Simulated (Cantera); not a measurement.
Adiabatic ignition

An adiabatic, constant-pressure homogeneous reactor starts with CH4 : O2 : N2 : H2O : H2 = 1 : 2.47 : 9.28 : 2 : 0.026 (molar parts), equivalence ratio 0.81, at 1675 K and 0.819 atm.

Computed with Cantera and GRI-Mech 3.0 (53 species, 325 reactions).

```tsv
t (s)	T (K)	x CH4	x O2	x H2O	x NO	x N2O	x CH2
7.00e-6	1675	0.0677	0.167	0.135	<1e-12	1.40e-11	4.79e-11
1.85e-5	1675	0.0676	0.167	0.135	<1e-12	6.76e-11	3.13e-10
4.87e-5	1675	0.0675	0.167	0.135	1.61e-12	2.99e-10	2.92e-9
0.000128	1676	0.0664	0.167	0.136	1.44e-11	1.43e-9	5.25e-8
0.000338	2337	<1e-12	0.0458	0.215	3.14e-5	1.36e-7	<1e-12
0.000892	2610	<1e-12	0.0386	0.238	0.000782	3.75e-7	<1e-12
0.00235	2610	<1e-12	0.0377	0.239	0.00277	3.82e-7	<1e-12
0.00621	2606	<1e-12	0.0361	0.239	0.00644	4.01e-7	<1e-12
0.0164	2602	<1e-12	0.0348	0.239	0.00939	4.30e-7	<1e-12
0.0431	2602	<1e-12	0.0346	0.239	0.00976	4.34e-7	<1e-12
0.114	2602	<1e-12	0.0346	0.239	0.00977	4.34e-7	<1e-12
0.300	2602	<1e-12	0.0346	0.239	0.00977	4.34e-7	<1e-12
```
x: mole fraction; the columns are a selection and need not sum to one.

| Quantity | Result |
|---|---|
| time of steepest temperature rise | 0.303 ms |
| temperature at 0.300 s | 2602 K |
| equilibrium temperature | 2602 K |
| x(CH4) at 0.300 s | <1e-12 (gas-phase equilibrium <1e-12) |
| x(O2) at 0.300 s | 0.0346 (gas-phase equilibrium 0.0346) |
| x(H2O) at 0.300 s | 0.239 (gas-phase equilibrium 0.239) |
